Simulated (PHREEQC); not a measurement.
# Acid rinse or clean

A solution holds 10 mmol/kgw H2SO4 and 4.4 mmol/kgw MnSO4, at 80 °C. Closed to the air; pH follows from the charge balance.

All values are PHREEQC results (ion-association model, wateq4f.dat), not measurements.

```json
{
  "pH": "2.02",
  "ionic_strength": "0.0238 mol/kgw",
  "total_alkalinity": "-20.0 meq/kg"
}
```

```tsv
species	molality	activity	log γ
H+	0.0109	0.00950	-0.060
HSO4-	0.00910	0.00772	-0.071
SO4-2	0.00389	0.00204	-0.280
Mn+2	0.00299	0.00161	-0.268
MnSO4	0.00141	0.00142	0.002
```

Precipitation was switched off in this run. Constants without temperature data keep their 25 °C values here.
